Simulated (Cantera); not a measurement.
Cantera run:

```python
import numpy as np
import cantera as ct

gas_names = """
    Cr CrN H H2 N NH NH2 NH3 N2 N2H2 N2H4
""".split()
cond_names = """
    Cr(cr) Cr(L) CrN(s) Cr2N(s)
""".split()


def load(file, names, dense=False):
    # The tables refer to 1 bar. Condensed volumes are neglected.
    table = {s.name: s for s in ct.Species.list_from_file(file)}
    out = []
    for n in names:
        d = dict(table[n].input_data)
        d["thermo"] = dict(d["thermo"], **{"reference-pressure": 1e5})
        if dense:
            d["equation-of-state"] = {"model": "constant-volume", "density": "1e6 g/cm^3"}
        out.append(ct.Species.from_dict(d))
    return out


gas = ct.Solution(thermo="ideal-gas", species=load("nasa_gas.yaml", gas_names))
cond = {s.name: ct.Solution(thermo="fixed-stoichiometry", species=[s], name=s.name)
        for s in load("nasa_condensed.yaml", cond_names, dense=True)}
atoms = {
    'Cr': {'Cr': 1},
    'NH3': {'N': 1, 'H': 3},
    'H2': {'H': 2},
}
top_T = {'CrN(s)': 1900, 'Cr2N(s)': 1900}  # K; cautious upper limits of use, not melting points


def equilibrate(T, P, feed):
    n = {}
    for name, mol in feed.items():
        for a, k in atoms[name].items():
            n[a] = n.get(a, 0.0) + k * mol
    gas.TPX = T, P, n
    mass = sum(n.values()) * gas.mean_molecular_weight
    gas.equilibrate("TP")
    valid = [c for c in cond.values() if c.min_temp <= T <= top_T.get(c.name, c.max_temp)]
    mix = ct.Mixture([(gas, mass / gas.mean_molecular_weight)] + [(c, 0.0) for c in valid])
    mix.T, mix.P = T, P
    mix.equilibrate("TP", solver="vcs", rtol=1e-11, max_steps=5000)
    return mix


results = []
feed = {'Cr': 1, 'NH3': 3.2, 'H2': 4}  # mol
P = 45  # Pa
for T in [1250, 1400, 1550, 1700, 1850, 2000, 2150, 2300, 2450, 2600]:
    mix = equilibrate(T, P, feed)
    results.append((T, P, feed, dict(zip(mix.species_names, mix.species_moles))))

top = {s: max(r[3][s] / sum(r[3][g] for g in gas_names) for r in results) for s in gas_names}
cols = sorted((s for s in top if top[s] > 0.0001), key=lambda s: -top[s])[:7]
seen = [c for c in cond_names if any(r[3].get(c, 0) > 1e-12 for r in results)]
print("log10 of partial pressures in bar; condensed amounts in mol")
print(f"{'T/K':>10s}" + "".join(f"{s[:9]:>10s}" for s in cols + seen))
for T, P, feed, n in results:
    ng = sum(n[g] for g in gas_names)
    print(f"{T:10.4g}" + "".join(f"{np.log10(max(n[s] / ng * P / 1e5, 1e-99)):10.3f}" for s in cols)
          + "".join(f"{n.get(c, 0):10.4g}" for c in seen))
```

Output:

```
log10 of partial pressures in bar; condensed amounts in mol
       T/K        H2         H        N2        Cr    Cr(cr)
      1250    -3.419    -8.025    -4.160    -8.947         1
      1400    -3.419    -7.023    -4.160    -7.210    0.9986
      1550    -3.421    -6.212    -4.161    -5.818    0.9647
      1700    -3.443    -5.553    -4.182    -4.681    0.4929
      1850    -3.470    -5.004    -4.204    -4.409         0
      2000    -3.493    -4.535    -4.214    -4.418         0
      2150    -3.546    -4.148    -4.235    -4.439         0
      2300    -3.657    -3.843    -4.275    -4.479         0
      2450    -3.860    -3.627    -4.332    -4.536         0
      2600    -4.170    -3.501    -4.387    -4.591         0
```

These are equilibrium values from Cantera (NASA tables, ideal gas, pure condensed phases), not measurements of a reactor.
